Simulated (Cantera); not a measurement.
## Equilibrium for fluorocarbon and chlorocarbon gases: CHF₃ + CH₄ + HCl

Charge: 1 mol CHF₃, a varied amount of CH₄, 0.041 mol HCl, held at 2352 °C and 100 Torr.

Method: chemical equilibrium by Gibbs-energy minimisation in Cantera with the NASA 1993 tables (ideal gas, pure condensed phases). Candidate condensed phases: C, C₆H₆, C₇H₈, C₈H₁₈; 118 gas species. Gases not in the tables: C₂F₆ and larger saturated fluorocarbons. Kinetics and transport are ignored.

```json
[
 {"n(CH₄) (mol)": "0.14", "x HF": "0.636", "x CF₂": "0.165", "x F": "0.158", "x H₂": "1.77e-6", "x H": "0.000155", "x Cl": "0.0160", "x CF₄": "0.0118", "n C(graphite)": "0.665"},
 {"n(CH₄) (mol)": "0.17", "x HF": "0.668", "x CF₂": "0.147", "x F": "0.149", "x H₂": "2.20e-6", "x H": "0.000172", "x Cl": "0.0156", "x CF₄": "0.00929", "n C(graphite)": "0.741"},
 {"n(CH₄) (mol)": "0.22", "x HF": "0.719", "x CF₂": "0.117", "x F": "0.133", "x H₂": "3.19e-6", "x H": "0.000208", "x Cl": "0.0150", "x CF₄": "0.00591", "n C(graphite)": "0.868"},
 {"n(CH₄) (mol)": "0.28", "x HF": "0.778", "x CF₂": "0.0840", "x F": "0.113", "x H₂": "5.21e-6", "x H": "0.000265", "x Cl": "0.0144", "x CF₄": "0.00305", "n C(graphite)": "1.02"},
 {"n(CH₄) (mol)": "0.36", "x HF": "0.854", "x CF₂": "0.0443", "x F": "0.0821", "x H₂": "1.19e-5", "x H": "0.000401", "x Cl": "0.0135", "x CF₄": "0.000849", "n C(graphite)": "1.22"},
 {"n(CH₄) (mol)": "0.46", "x HF": "0.949", "x CF₂": "0.00570", "x F": "0.0294", "x H₂": "0.000114", "x H": "0.00124", "x Cl": "0.0120", "x CF₄": "1.40e-5", "n C(graphite)": "1.44"},
 {"n(CH₄) (mol)": "0.58", "x HF": "0.922", "x CF₂": "1.55e-5", "x F": "0.00153", "x H₂": "0.0396", "x H": "0.0231", "x Cl": "0.00366", "x CF₄": "1.04e-10", "n C(graphite)": "1.57"}
]
```
x: gas mole fraction; n: condensed amount in mol.

From 0.14 mol CH₄ to 0.58 mol CH₄ the condensed part is C(graphite). The main C-bearing gas is CF₂ at 0.14 mol CH₄ and C₂H₂ (acetylene) at 0.58 mol CH₄. The share of C in condensed phases is highest at 0.58 mol CH₄ (99.7 %) and lowest at 0.14 mol CH₄ (58.3 %).
